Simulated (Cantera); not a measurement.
An isothermal, constant-pressure homogeneous reactor starts with NO : N₂ = 1 : 3.5 (molar parts), at 1750 K and 96000 Pa.

Cantera simulation using GRI-Mech 3.0 (53 species, 325 reactions); the numbers are that mechanism's predictions, not measurements.

Predict: x(NO) at 20.0 s; x(O) at 20.0 s; x(NO₂) at 20.0 s; x(N₂O) at 20.0 s; x(N₂) at 20.0 s.


```json
{
 "x(NO) at 20.0 s": "0.0839 (gas-phase equilibrium 0.00269)",
 "x(O) at 20.0 s": "2.04e-5 (gas-phase equilibrium 2.54e-5)",
 "x(NO₂) at 20.0 s": "0.000132 (gas-phase equilibrium 5.31e-6)",
 "x(N₂O) at 20.0 s": "2.92e-6 (gas-phase equilibrium 1.62e-7)",
 "x(N₂) at 20.0 s": "0.847 (gas-phase equilibrium 0.888)"
}
```
